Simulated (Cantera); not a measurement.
An adiabatic, constant-pressure homogeneous reactor starts with CH4 : O2 : N2 = 1 : 1.18 : 4.42 (molar parts), equivalence ratio 1.7, at 1100 K and 160000 Pa. Integrator tolerance rtol = 1e-08.

Computed with Cantera and GRI-Mech 3.0 (53 species, 325 reactions).

Problem. What does this change do: N2 4.42 to 7.5 parts?

Solution. 
```tsv
quantity	before	after
time of steepest temperature rise	0.176 s	0.288 s
temperature at 8.00 s	2375 K	2053 K
equilibrium temperature	2375 K	2053 K
x(CH4) at 8.00 s	1.33e-11 (gas-phase equilibrium 1.50e-11)	2.89e-11 (gas-phase equilibrium 3.31e-11)
x(O2) at 8.00 s	1.24e-5 (gas-phase equilibrium 1.24e-5)	2.03e-7 (gas-phase equilibrium 2.03e-7)
x(H) at 8.00 s	0.00375 (gas-phase equilibrium 0.00375)	0.000525 (gas-phase equilibrium 0.000525)
x(O) at 8.00 s	2.12e-5 (gas-phase equilibrium 2.12e-5)	3.56e-7 (gas-phase equilibrium 3.56e-7)
x(CO) at 8.00 s	0.108 (gas-phase equilibrium 0.108)	0.0744 (gas-phase equilibrium 0.0744)
x(C2H) at 8.00 s	<1e-12 (gas-phase equilibrium <1e-12)	<1e-12 (gas-phase equilibrium <1e-12)
x(NO2) at 8.00 s	1.21e-9 (gas-phase equilibrium 1.21e-9)	1.63e-11 (gas-phase equilibrium 1.63e-11)
```

Problem. What does this change do: initial temperature 1100 to 1375 K?

Solution. 
```tsv
quantity	before	after
time of steepest temperature rise	0.176 s	4.25 ms
temperature at 8.00 s	2375 K	2577 K
equilibrium temperature	2375 K	2577 K
x(CH4) at 8.00 s	1.33e-11 (gas-phase equilibrium 1.50e-11)	5.34e-12 (gas-phase equilibrium 6.05e-12)
x(O2) at 8.00 s	1.24e-5 (gas-phase equilibrium 1.24e-5)	9.40e-5 (gas-phase equilibrium 9.40e-5)
x(H) at 8.00 s	0.00375 (gas-phase equilibrium 0.00375)	0.00913 (gas-phase equilibrium 0.00913)
x(O) at 8.00 s	2.12e-5 (gas-phase equilibrium 2.12e-5)	0.000161 (gas-phase equilibrium 0.000161)
x(CO) at 8.00 s	0.108 (gas-phase equilibrium 0.108)	0.109 (gas-phase equilibrium 0.109)
x(C2H) at 8.00 s	<1e-12 (gas-phase equilibrium <1e-12)	<1e-12 (gas-phase equilibrium <1e-12)
x(NO2) at 8.00 s	1.21e-9 (gas-phase equilibrium 1.21e-9)	1.06e-8 (gas-phase equilibrium 1.06e-8)
```
